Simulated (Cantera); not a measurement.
**Equilibrium for silicon carbide growth: SiCl₄ + CH₄ + H₂**

Feed: 1 mol SiCl₄, 0.47 mol CH₄, 46 mol H₂, held at 1773 K.

Equilibrium computed with Cantera from the NASA thermochemical tables; the gas is ideal and each condensed phase is pure. Candidate condensed phases: C, C₆H₆, C₇H₈, C₈H₁₈, Si, SiC; 109 gas species. The tables' values for SiCl₃, SiCl are old estimates; treat these amounts as uncertain. Gases not in the tables: Si₂H₆ and higher silanes. The numbers say what is thermodynamically allowed, not how fast it happens.

| P (Pa) | x H₂ | x HCl | x SiCl₂ | x H | n SiC(s) |
|---|---|---|---|---|---|
| 100 | 0.918 | 0.0625 | 0.00897 | 0.00862 | 0.469 |
| 240 | 0.922 | 0.0612 | 0.00982 | 0.00558 | 0.470 |
| 560 | 0.925 | 0.0606 | 0.0103 | 0.00366 | 0.470 |
| 1300 | 0.926 | 0.0603 | 0.0105 | 0.00240 | 0.470 |
| 3200 | 0.927 | 0.0601 | 0.0106 | 0.00153 | 0.470 |
| 7500 | 0.928 | 0.0600 | 0.0106 | 0.00100 | 0.470 |
| 18000 | 0.929 | 0.0599 | 0.0106 | 0.000646 | 0.470 |
| 42000 | 0.929 | 0.0598 | 0.0105 | 0.000423 | 0.470 |
| 100000 | 0.929 | 0.0596 | 0.0103 | 0.000274 | 0.469 |
x: gas mole fraction; n: condensed amount in mol.

From 1.00 mbar to 1.00 bar the condensed part is SiC(s). The main Si-bearing gas is SiCl₂ throughout.
